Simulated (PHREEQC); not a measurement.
A solution holds 26 mmol/kgw KH2PO4 and 9.5 mmol/kgw HCl, at 20 °C. Closed to the air; pH follows from the charge balance.

Computed with PHREEQC (ion-association model, phreeqc.dat).

Precipitation was switched off in this run.

Estimate the pH, ionic strength, specific conductance.

pH 2.56; ionic strength 0.0291 mol/kgw; specific conductance 3470 µS/cm.

In which forms is P present?

H2PO4- 76 %, H3PO4 24 % of the P.
